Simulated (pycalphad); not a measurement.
CALPHAD calculation (pycalphad, COST 507 light-alloy database (1999)), 1 atm. The database dates from 1999; later assessments differ in places, in temperatures and in the compounds included. Phase fractions are per mole of atoms. Kinetics are ignored, which matters at the lower temperatures.

Question: Give the equilibrium state of Ti-17.79Hf-1.143B (wt.%) at 1410 K.

Answer: 
```
T = 1410.00 K, P = 101325 Pa, N = 1 mol of atoms
G = -84758 J/mol, H = 28038 J/mol, S = 80.00 J/(mol K)  (SER reference)
chemical potentials (J/mol): Ti -75680, Hf -128735, B -188642
phase             fraction      x(Ti)      x(Hf)       x(B)
BCC_A2              0.8913     0.9401     0.0583     0.0015
BM                  0.1087     0.4953     0.0047     0.5000
```

Question: Give the equilibrium state of Ti-17.79Hf-1.143B (wt.%) at 570 K.

Answer: hcp, fraction 0.889, with 18.9 Hf, <0.01 B wt.%; BM, fraction 0.111, with 0.61 Hf, 18.3 B wt.%.

Database names, with the compositions (at.%) that they take in these runs: BM: Ti 49 B 50 Hf 0. BCC_A2 is bcc.
